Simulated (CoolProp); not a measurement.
Vapour-liquid equilibrium of R143a (1) + isobutene (2) at 3.78 bar; x and y are mole fractions of (1).

Model: multi-fluid Helmholtz-energy mixture model, Lemmon and Jacobsen 2000 and Lemmon 2005; pair parameters Bell 2016, in CoolProp.

| x | bubble temperature, mixture model (K) | bubble temperature, Raoult's law (K) | y, mixture model | y, Raoult's law |
|---|---|---|---|---|
| 0.05 | 295.2 | 300.5 | ___ | 0.177 |
| 0.2 | ___ | 288.8 | ___ | 0.519 |
| 0.35 | 271.0 | 280.1 | 0.739 | 0.708 |
| 0.5 | 266.8 | 273.3 | 0.803 | 0.824 |
| 0.65 | ___ | 267.8 | 0.854 | 0.900 |
| 0.8 | ___ | 263.3 | ___ | 0.952 |
| 0.95 | ___ | 259.4 | ___ | 0.990 |

**Question.** Complete the blanks.

**Answer.** 
- 0.05, y, mixture model: 0.276
- 0.2, bubble temperature, mixture model (K): 278.3
- 0.2, y, mixture model: 0.621
- 0.65, bubble temperature, mixture model (K): 263.8
- 0.8, bubble temperature, mixture model (K): 261.3
- 0.8, y, mixture model: 0.908
- 0.95, bubble temperature, mixture model (K): 258.9
- 0.95, y, mixture model: 0.973

The largest gap from Raoult's law is -10.5 K in bubble temperature, at x = 0.2. No azeotrope shows between x = 0.05 and 0.95.

Pair parameters are fitted to limited data, so mixtures are less certain than the pure fluids.
